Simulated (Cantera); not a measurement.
## Equilibrium for carbothermic reduction: Fe2O3 + CO + H2

A closed system holds: 1 mol Fe2O3, 4.9 mol CO, 9.3 mol H2, equilibrated at 101000 Pa.

Method: chemical equilibrium by Gibbs-energy minimisation in Cantera with the NASA 1993 tables (ideal gas, pure condensed phases). Candidate condensed phases: C, C6H6, C7H8, C8H18, Fe, Fe(CO)5, FeO, Fe(OH)2, Fe(OH)3, Fe2O3, Fe3O4, H2O; 114 gas species. Mutual solubility and eutectic melting of coexisting phases are not modelled. The tables' stoichiometric FeO is somewhat more stable than real wüstite, so its field is too wide. FeO: taken at fixed stoichiometry. Kinetics and transport are ignored.

From 702 °C to 852 °C the condensed part is Fe(α) + FeO(s). From 1002 °C to 1302 °C the condensed part is Fe(γ). At 1452 °C the condensed part is Fe(δ). At 1602 °C the condensed part is Fe(l).

| T (°C) | log p H2 | log p CO | log p H2O | log p CO2 | log p CH4 | log p H | log p Fe | log p Fe(OH)2 | n Fe(α) | n FeO(s) | n Fe(γ) | n Fe(δ) | n Fe(l) |
|---|---|---|---|---|---|---|---|---|---|---|---|---|---|
| 702 | -0.26 | -0.57 | -1.04 | -1.15 | -1.44 | -9.07 | <-11 | -9.23 | 0.663 | 1.34 | 0 | 0 | 0 |
| 852 | -0.27 | -0.54 | -0.89 | -1.21 | -3.19 | -7.49 | -11.47 | -7.79 | 1.65 | 0.346 | 0 | 0 | 0 |
| 1002 | -0.30 | -0.53 | -0.80 | -1.26 | -4.59 | -6.28 | -9.28 | -6.71 | 0 | 0 | 2.00 | 0 | 0 |
| 1152 | -0.31 | -0.52 | -0.77 | -1.34 | -5.60 | -5.32 | -7.55 | -5.96 | 0 | 0 | 2.00 | 0 | 0 |
| 1302 | -0.31 | -0.51 | -0.76 | -1.41 | -6.41 | -4.54 | -6.17 | -5.36 | 0 | 0 | 2.00 | 0 | 0 |
| 1452 | -0.32 | -0.50 | -0.74 | -1.47 | -7.08 | -3.89 | -5.03 | -4.87 | 0 | 0 | 0 | 2.00 | 0 |
| 1602 | -0.32 | -0.50 | -0.74 | -1.52 | -7.64 | -3.34 | -4.09 | -4.48 | 0 | 0 | 0 | 0 | 2.00 |
log p: log10 of the partial pressure in bar; n: condensed amount in mol.
